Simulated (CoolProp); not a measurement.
R404A along the isobar 14 bar: Z from the reference equation and from simpler models built on Tc = 345.3 K, pc = 37.35 bar, ω = 0.293; each cubic takes its own stable root.

The numbers come from the reference Helmholtz-energy equation of state, Lemmon 2003 in CoolProp. It is a pseudo-pure fit of the blend.

| T (K) | phase | reference |
|---|---|---|
| 250.9 | liquid | 0.05308 |
| 270.9 | liquid | 0.05214 |
| 290.9 | liquid | 0.05227 |
| 330.9 | gas | 0.8206 |
| 350.9 | gas | 0.8596 |
| 371 | gas | 0.8876 |
| 391 | gas | 0.9086 |
| 411 | gas | 0.9249 |
| 431 | gas | 0.9377 |
| 451 | gas | 0.9481 |
| 471 | gas | 0.9566 |
| 491.1 | gas | 0.9637 |

Task: How far does each simpler model (van der Waals, Soave-Redlich-Kwong, Peng-Robinson) lie from the reference over these 12 states: mean and median of the absolute difference, and the worst?

Result: 
- van der Waals: mean 131.7 %, median 1.1 %, worst +1420.9 % at 290.9 K and 14 bar
- Soave-Redlich-Kwong: mean 4.6 %, median 0.8 %, worst +17.9 % at 290.9 K and 14 bar
- Peng-Robinson: mean 0.9 %, median 0.5 %, worst +3.9 % at 290.9 K and 14 bar

At some of these states van der Waals gives the other phase, because its saturation line lies elsewhere.
